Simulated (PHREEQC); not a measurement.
KOH is added in steps, without added water, to 1 kg of water holding 0.0084 mol Cu(NO3)2, 5.4e-05 mol HCl and 0.0018 mol KCl, at 25 °C. Oxygen alone is held at its pressure in air (log pO2 = -0.68). CO2 from the air is kept out. Only these solids could form: Cu(OH)2, Atacamite, Cu2(OH)3NO3.

Base run: PHREEQC, ion-association model, wateq4f.dat. Each further column changes one thing. The table gives pH.

| KOH added (mol) | base | Cu(NO3)2 replaced by AgNO3 at the same molality | diluted 10-fold with water | HCl from 5.4e-05 to 2.7e-05 mol/kgw | no solid may form |
|---|---|---|---|---|---|
| 0 | 4.30 | 4.30 | 5.13 | 4.53 | 4.30 |
| 0.003438 | 5.15 | 8.83 | 11.21 | 5.16 | 6.18 |
| 0.006188 | 5.43 | 9.67 | 11.62 | 5.43 | 6.57 |
| 0.009625 | 5.65 | 11.43 | 11.85 | 5.65 | 7.17 |
| 0.01238 | 6.15 | 11.70 | 11.98 | 6.15 | 7.59 |
| 0.01581 | 6.81 | 11.90 | 12.09 | 6.81 | 8.15 |
| 0.01856 | 11.17 | 12.01 | 12.17 | 11.18 | 11.15 |
| 0.022 | 11.64 | 12.12 | 12.24 | 11.65 | 11.62 |

The database's constant for dissolved Cu(OH)2 is higher than later reviews accept.  In at least one series the solution becomes supersaturated in solids that the run did not let form, among them Cu(OH)2, Atacamite, Cu2(OH)3NO3. Solids allowed in the column 'Cu(NO3)2 replaced by AgNO3 at the same molality': Cerargyrite, Ag2O.
